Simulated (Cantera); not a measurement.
Cantera run:

```python
import numpy as np
import cantera as ct

gas_names = """
    H HNO HNO2 HNO3 HO2 H2 H2O H2O2 N NH NH2 NH3 NH2OH NO NO2 NO3 N2 N2H2 N2H4 N2O O OH O2 O3
""".split()
cond_names = """
    H2O(s) H2O(L)
""".split()


def load(file, names, dense=False):
    # The tables refer to 1 bar. Condensed volumes are neglected.
    table = {s.name: s for s in ct.Species.list_from_file(file)}
    out = []
    for n in names:
        d = dict(table[n].input_data)
        d["thermo"] = dict(d["thermo"], **{"reference-pressure": 1e5})
        if dense:
            d["equation-of-state"] = {"model": "constant-volume", "density": "1e6 g/cm^3"}
        out.append(ct.Species.from_dict(d))
    return out


gas = ct.Solution(thermo="ideal-gas", species=load("nasa_gas.yaml", gas_names))
cond = {s.name: ct.Solution(thermo="fixed-stoichiometry", species=[s], name=s.name)
        for s in load("nasa_condensed.yaml", cond_names, dense=True)}
atoms = {
    'H2O': {'H': 2, 'O': 1},
    'H2': {'H': 2},
    'N2': {'N': 2},
}
top_T = {}  # K; cautious upper limits of use, not melting points


def equilibrate(T, P, feed):
    n = {}
    for name, mol in feed.items():
        for a, k in atoms[name].items():
            n[a] = n.get(a, 0.0) + k * mol
    gas.TPX = T, P, n
    mass = sum(n.values()) * gas.mean_molecular_weight
    gas.equilibrate("TP")
    valid = [c for c in cond.values() if c.min_temp <= T <= top_T.get(c.name, c.max_temp)]
    mix = ct.Mixture([(gas, mass / gas.mean_molecular_weight)] + [(c, 0.0) for c in valid])
    mix.T, mix.P = T, P
    mix.equilibrate("TP", solver="vcs", rtol=1e-11, max_steps=5000)
    return mix


results = []
feed = {'H2O': 1, 'H2': 1.5, 'N2': 5.5}  # mol
P = 260000  # Pa
for T in [1075, 1275, 1475, 1675, 1875, 2075, 2275, 2475, 2675, 2875, 3075, 3275]:
    mix = equilibrate(T, P, feed)
    results.append((T, P, feed, dict(zip(mix.species_names, mix.species_moles))))
    x = sorted(zip(gas.X, gas.species_names), reverse=True)
    print(f"T = {T:g} K  P = {P:g} Pa  gas = {mix.phase_moles(0):.4g} mol")
    print("   x: " + "  ".join(f"{s} {v:.3e}" for v, s in x if v > 0.001))
    print("   condensed (mol): " + ("  ".join(f"{mix.phase(i).name} {mix.phase_moles(i):.4g}"
          for i in range(1, mix.n_phases) if mix.phase_moles(i) > 1e-12) or "none"))
```

It prints:

```
T = 1075 K  P = 260000 Pa  gas = 7.999 mol
   x: N2 6.875e-01  H2 1.874e-01  H2O 1.250e-01
   condensed (mol): none
T = 1275 K  P = 260000 Pa  gas = 8 mol
   x: N2 6.875e-01  H2 1.875e-01  H2O 1.250e-01
   condensed (mol): none
T = 1475 K  P = 260000 Pa  gas = 8 mol
   x: N2 6.875e-01  H2 1.875e-01  H2O 1.250e-01
   condensed (mol): none
T = 1675 K  P = 260000 Pa  gas = 8 mol
   x: N2 6.875e-01  H2 1.875e-01  H2O 1.250e-01
   condensed (mol): none
T = 1875 K  P = 260000 Pa  gas = 8.001 mol
   x: N2 6.874e-01  H2 1.874e-01  H2O 1.250e-01
   condensed (mol): none
T = 2075 K  P = 260000 Pa  gas = 8.003 mol
   x: N2 6.872e-01  H2 1.871e-01  H2O 1.249e-01
   condensed (mol): none
T = 2275 K  P = 260000 Pa  gas = 8.01 mol
   x: N2 6.866e-01  H2 1.863e-01  H2O 1.246e-01  H 2.272e-03
   condensed (mol): none
T = 2475 K  P = 260000 Pa  gas = 8.028 mol
   x: N2 6.851e-01  H2 1.844e-01  H2O 1.236e-01  H 5.992e-03
   condensed (mol): none
T = 2675 K  P = 260000 Pa  gas = 8.067 mol
   x: N2 6.817e-01  H2 1.808e-01  H2O 1.212e-01  H 1.362e-02  OH 2.281e-03
   condensed (mol): none
T = 2875 K  P = 260000 Pa  gas = 8.143 mol
   x: N2 6.749e-01  H2 1.750e-01  H2O 1.156e-01  H 2.745e-02  OH 5.442e-03
   condensed (mol): none
T = 3075 K  P = 260000 Pa  gas = 8.283 mol
   x: N2 6.628e-01  H2 1.669e-01  H2O 1.044e-01  H 5.008e-02  OH 1.101e-02  NO 2.323e-03  O 2.008e-03
   condensed (mol): none
T = 3275 K  P = 260000 Pa  gas = 8.518 mol
   x: N2 6.434e-01  H2 1.564e-01  H2O 8.580e-02  H 8.403e-02  OH 1.857e-02  O 5.936e-03  NO 4.550e-03  O2 1.268e-03
   condensed (mol): none
```

These are equilibrium values from Cantera (NASA tables, ideal gas, pure condensed phases), not measurements of a reactor.
